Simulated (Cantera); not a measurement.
Charge: 1 mol NaCl, 4 mol H₂, 67 mol N₂, at 75.0 Torr.

Equilibrium computed with Cantera from the NASA thermochemical tables; the gas is ideal and each condensed phase is pure. Candidate condensed phases: NH₄Cl, Na, NaCl; 17 gas species. Rates play no part.

Which condensed phases are stable at each of these points (T (K)): 600, 675, 750, 825, 900, 975, 1050, 1125, 1200, 1275, 1350?


```json
[
 {"T (K)": "600", "condensed phases": "NaCl(s)", "Na condensed (%)": "100.0"},
 {"T (K)": "675", "condensed phases": "NaCl(s)", "Na condensed (%)": "100.0"},
 {"T (K)": "750", "condensed phases": "NaCl(s)", "Na condensed (%)": "100.0"},
 {"T (K)": "825", "condensed phases": "NaCl(s)", "Na condensed (%)": "100.0"},
 {"T (K)": "900", "condensed phases": "NaCl(s)", "Na condensed (%)": "99.6"},
 {"T (K)": "975", "condensed phases": "NaCl(s)", "Na condensed (%)": "96.1"},
 {"T (K)": "1050", "condensed phases": "NaCl(s)", "Na condensed (%)": "72.0"},
 {"T (K)": "1125", "condensed phases": "gas only", "Na condensed (%)": "0.0"},
 {"T (K)": "1200", "condensed phases": "gas only", "Na condensed (%)": "0.0"},
 {"T (K)": "1275", "condensed phases": "gas only", "Na condensed (%)": "0.0"},
 {"T (K)": "1350", "condensed phases": "gas only", "Na condensed (%)": "0.0"}
]
```

From 600 K to 1050 K the condensed part is NaCl(s). From 1125 K to 1350 K nothing is condensed.
